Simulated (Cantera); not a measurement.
A closed system holds: 1 mol SiC, 0.012 mol CO₂, 61 mol H₂, at 948.15 K and 1.90 mbar.

Equilibrium computed with Cantera from the NASA thermochemical tables; the gas is ideal and each condensed phase is pure. Candidate condensed phases: C, C₆H₆, C₇H₈, C₈H₁₈, H₂O, Si, SiC, SiO₂; 123 gas species. The numbers say what is thermodynamically allowed, not how fast it happens.

**Question.** What is the equilibrium state?

**Answer.** 
- x(H₂) = 1.000
- x(CH₄) = 0.000325
- x(CO) = 8.87e-6
- n(C(graphite)) = 0.00335 mol
- n(SiC(s)) = 0.988 mol
- n(SiO₂(β-quartz)) = 0.0117 mol
- gas amount = 60.98 mol
- log10 activity of Si(s) (absent) = -3.62
